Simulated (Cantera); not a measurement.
Feed: 1 mol SiH4, 4.4 mol N2O, at 1348.15 K and 1.00 Torr.

These are equilibrium values from Cantera (NASA tables, ideal gas, pure condensed phases), not measurements of a reactor. Candidate condensed phases: H2O, Si, SiO2, Si2N2O, Si3N4; 35 gas species. The tables hold silica as quartz up to 1696 K and as liquid above; real silica turns to tridymite and cristobalite and melts near 1996 K. Equilibrium is a limit: real reactors are often held back by kinetics, nucleation or transport.

Base state: N2 0.667, H2O 0.303, O2 0.0302, NO 0.000187, OH 0.000101 (mole fractions); condensed: SiO2(β-quartz).

Q: What changes in the equilibrium state with this change: 0.01 mol Cl2 added?

A: 
```tsv
species	before	after
N2	0.667	0.665
H2O	0.303	0.301
O2	0.0302	0.0309
HCl	0	0.00297
Cl	0	5.16e-5
NO	0.000187	0.000189
OH	0.000101	0.000101
SiO2(β-quartz), mol	1.00	1.00
```
Further candidate phases: NH4Cl.

Q: What changes in the equilibrium state with this change: N2O from 4.4 to 8.6 mol?

A: 
```
species                before     after
-------------------  --------  --------
N2                      0.667     0.666
O2                     0.0302     0.178
H2O                     0.303     0.155
NO                   0.000187  0.000453
OH                   0.000101  0.000112
SiO2(β-quartz), mol      1.00      1.00
```
